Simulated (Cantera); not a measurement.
Feed: 1 mol Fe(CO)5, 0.068 mol H2, at 1598.15 K and 0.263 Torr.

Equilibrium computed with Cantera from the NASA thermochemical tables; the gas is ideal and each condensed phase is pure. Candidate condensed phases: C, C6H6, C7H8, C8H18, Fe, Fe(CO)5, FeO, Fe(OH)2, Fe(OH)3, Fe2O3, Fe3O4, H2O; 114 gas species. Equilibrium is a limit: real reactors are often held back by kinetics, nucleation or transport.

Base state: CO 0.983, H2 0.0132, Fe 0.00303, H 0.000328 (mole fractions); condensed: Fe(γ).

Problem. What changes in the equilibrium state with this change: Fe(CO)5 replaced by HgO?

Solution. 
```tsv
species	before	after
Hg	0	0.652
O2	<1e-9	0.303
H2O	7.64e-9	0.0438
CO	0.983	0
H2	0.0132	2.76e-5
Fe	0.00303	0
OH	<1e-9	0.000925
O	<1e-9	0.000418
H	0.000328	1.50e-5
Fe(γ), mol	0.985	0
```
Further candidate phases: Hg, HgO.
